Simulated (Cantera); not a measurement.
Mixture: CO : H2 : O2 : N2 = 1 : 0.2 : 0.462 : 2.49 (molar parts), equivalence ratio 1.3, at 1.00 atm, adiabatic and at constant pressure. Ignition delay is the time to a rise of 400 K.

Model: GRI-Mech 3.0 (53 species, 325 reactions), integrated in Cantera. Where the delays flatten at high temperature, the 400 K rule measures the pace of heat release, not the induction time.

**Question.** What does this change do: 0.042 parts H2O added?

**Answer.** 
```json
[
 {"quantity": "delay at 1050 K", "before": "0.289 ms", "after": "0.306 ms"},
 {"quantity": "delay at 1250 K", "before": "94.9 µs", "after": "94.7 µs"},
 {"quantity": "delay at 1450 K", "before": "66.2 µs", "after": "64.1 µs"},
 {"quantity": "delay at 1650 K", "before": "67.5 µs", "after": "63.9 µs"},
 {"quantity": "delay at 1850 K", "before": "82.1 µs", "after": "77.2 µs"}
]
```

**Question.** What does this change do: CO 1 to 0.33 parts?

**Answer.** 
| quantity | before | after |
|---|---|---|
| delay at 1050 K | 0.289 ms | 0.266 ms |
| delay at 1250 K | 94.9 µs | 96.1 µs |
| delay at 1450 K | 66.2 µs | 75.0 µs |
| delay at 1650 K | 67.5 µs | 82.9 µs |
| delay at 1850 K | 82.1 µs | 0.108 ms |
